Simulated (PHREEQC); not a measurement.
# Alkaline etch or developer: speciation

A solution holds 55 mmol/kgw KOH, 0.44 mmol/kgw CO2 and 0.22 mmol/kgw Na2CO3, at 55 °C. Closed to the air; pH follows from the charge balance.

Equilibrium calculation in PHREEQC: ion-association model, phreeqc.dat.

Precipitation was switched off in this run.

Question: Predict the pH, density.

Answer: pH 11.77; density 0.988 g/cm³.

Question: In which forms is Na present?

Answer: Na+ 98 %, NaCO3- 2.0 % of the Na.

Species that the database lacks are ignored. Constants without temperature data keep their 25 °C values here.
